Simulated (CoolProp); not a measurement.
c-C4F8 (RC318) at several states: Z from the reference equation and from simpler models built on Tc = 115.2 °C, pc = 2.778 MPa, ω = 0.355; each cubic takes its own stable root.

Values from CoolProp's reference Helmholtz-energy equation of state, Platzer 1990. This equation is an older, rougher fit; its heat capacities, sound speeds and derivatives of the liquid may be far off and weren't checked against measurements.

```
T (°C)  p (MPa)          phase  reference
------  -------  -------------  ---------
162.05    0.123            gas     0.9902
144.95     3.83  supercritical     0.5044
58.55     0.707            gas     0.8291
182.25    0.451            gas     0.9693
79.25      6.15         liquid     0.3182
```

Q: How far does each simpler model (Redlich-Kwong, Peng-Robinson) lie from the reference over these 5 states: mean and median of the absolute difference, and the worst?

A: 
- Redlich-Kwong: mean 4.6 %, median 2.1 %, worst +11.0 % at 79.25 °C and 6.15 MPa
- Peng-Robinson: mean 1.4 %, median 0.5 %, worst -4.6 % at 79.25 °C and 6.15 MPa
